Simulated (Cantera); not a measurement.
An isothermal, constant-pressure homogeneous reactor starts with NO : N2 = 1 : 6.4 (molar parts), at 1623 K and 0.0267 bar. Integrator tolerance rtol = 1e-08.

Detailed kinetics in Cantera: GRI-Mech 3.0 (53 species, 325 reactions). Radical loss at walls, strong at low pressure, is not modelled.

**Question.** What does this change do: temperature 1623 to 2150 K?

**Answer.** 
```tsv
quantity	before	after
x(NO) at 10.0 s	0.135 (gas-phase equilibrium 0.00132)	0.0102 (gas-phase equilibrium 0.00669)
x(O) at 10.0 s	4.79e-6 (gas-phase equilibrium 3.03e-5)	0.00296 (gas-phase equilibrium 0.00301)
x(N2O) at 10.0 s	6.35e-6 (gas-phase equilibrium 1.39e-8)	8.37e-8 (gas-phase equilibrium 6.60e-8)
x(NO2) at 10.0 s	5.66e-6 (gas-phase equilibrium 4.58e-7)	1.22e-6 (gas-phase equilibrium 8.13e-7)
x(O2) at 10.0 s	0.000210 (gas-phase equilibrium 0.0669)	0.0609 (gas-phase equilibrium 0.0626)
```
